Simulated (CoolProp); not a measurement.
Properties of n-octane along the isotherm 346.85 °C.

The numbers come from the reference Helmholtz-energy equation of state, Beckmüller 2019 in CoolProp.

```json
[
 {"p (bar)": "19.1", "phase": "gas", "Z": "0.7736", "cp (kJ/(kg K))": "3.159", "cv (kJ/(kg K))": "2.915", "speed of sound (m/s)": "168.8", "Joule-Thomson coefficient (K/MPa)": "8.074", "fugacity coefficient": "0.8065"},
 {"p (bar)": "38.2", "phase": "supercritical", "Z": "0.4811", "cp (kJ/(kg K))": "4.395", "cv (kJ/(kg K))": "3.025", "speed of sound (m/s)": "117.8", "Joule-Thomson coefficient (K/MPa)": "10.90", "fugacity coefficient": "0.6329"},
 {"p (bar)": "57.3", "phase": "supercritical", "Z": "0.3929", "cp (kJ/(kg K))": "3.933", "cv (kJ/(kg K))": "2.989", "speed of sound (m/s)": "186.6", "Joule-Thomson coefficient (K/MPa)": "2.912", "fugacity coefficient": "0.4978"},
 {"p (bar)": "76.4", "phase": "supercritical", "Z": "___", "cp (kJ/(kg K))": "___", "cv (kJ/(kg K))": "2.964", "speed of sound (m/s)": "261.6", "Joule-Thomson coefficient (K/MPa)": "1.280", "fugacity coefficient": "0.4214"},
 {"p (bar)": "95.5", "phase": "supercritical", "Z": "0.5299", "cp (kJ/(kg K))": "3.523", "cv (kJ/(kg K))": "2.953", "speed of sound (m/s)": "317.1", "Joule-Thomson coefficient (K/MPa)": "0.7446", "fugacity coefficient": "0.3761"},
 {"p (bar)": "115", "phase": "supercritical", "Z": "0.6077", "cp (kJ/(kg K))": "3.461", "cv (kJ/(kg K))": "___", "speed of sound (m/s)": "363.2", "Joule-Thomson coefficient (K/MPa)": "0.4709", "fugacity coefficient": "0.3471"},
 {"p (bar)": "134", "phase": "supercritical", "Z": "0.6834", "cp (kJ/(kg K))": "3.422", "cv (kJ/(kg K))": "2.945", "speed of sound (m/s)": "401.6", "Joule-Thomson coefficient (K/MPa)": "0.3091", "fugacity coefficient": "0.3287"},
 {"p (bar)": "153", "phase": "supercritical", "Z": "0.7584", "cp (kJ/(kg K))": "3.394", "cv (kJ/(kg K))": "2.943", "speed of sound (m/s)": "435.7", "Joule-Thomson coefficient (K/MPa)": "0.1994", "fugacity coefficient": "0.3167"},
 {"p (bar)": "172", "phase": "supercritical", "Z": "___", "cp (kJ/(kg K))": "3.372", "cv (kJ/(kg K))": "2.942", "speed of sound (m/s)": "466.5", "Joule-Thomson coefficient (K/MPa)": "0.1198", "fugacity coefficient": "0.3092"},
 {"p (bar)": "191", "phase": "supercritical", "Z": "0.9060", "cp (kJ/(kg K))": "3.356", "cv (kJ/(kg K))": "2.942", "speed of sound (m/s)": "494.9", "Joule-Thomson coefficient (K/MPa)": "0.05924", "fugacity coefficient": "0.3050"},
 {"p (bar)": "210", "phase": "supercritical", "Z": "0.9785", "cp (kJ/(kg K))": "3.342", "cv (kJ/(kg K))": "2.942", "speed of sound (m/s)": "521.2", "Joule-Thomson coefficient (K/MPa)": "0.01165", "fugacity coefficient": "0.3033"},
 {"p (bar)": "229", "phase": "supercritical", "Z": "1.050", "cp (kJ/(kg K))": "3.331", "cv (kJ/(kg K))": "2.942", "speed of sound (m/s)": "545.8", "Joule-Thomson coefficient (K/MPa)": "-0.02677", "fugacity coefficient": "0.3037"},
 {"p (bar)": "248", "phase": "supercritical", "Z": "1.121", "cp (kJ/(kg K))": "3.322", "cv (kJ/(kg K))": "2.943", "speed of sound (m/s)": "569.0", "Joule-Thomson coefficient (K/MPa)": "___", "fugacity coefficient": "0.3058"}
]
```

Task: Complete the blanks.

Result: 
- 76.4, Z: 0.4554
- 76.4, cp (kJ/(kg K)): 3.634
- 115, cv (kJ/(kg K)): 2.948
- 172, Z: 0.8326
- 248, Joule-Thomson coefficient (K/MPa): -0.05845

The peak of cp marks the crossing from liquid-like to gas-like fluid above the critical point.
